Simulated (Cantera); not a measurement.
Input: 1 mol PbO, 0.019 mol O2, 31 mol H2, equilibrated at 1.00 bar.

Cantera equilibrium calculation (NASA polynomials, part measured and part estimated; ideal gas, pure solids and liquids). Candidate condensed phases: H2O, Pb, PbO, PbO2, Pb3O4; 12 gas species. Kinetics and transport are ignored.

At 1075 K, list the 3 most abundant gas species with their mole fractions, and the condensed phases.

H2 0.966, H2O 0.0335, Pb 7.59e-5. Condensed: Pb(l).
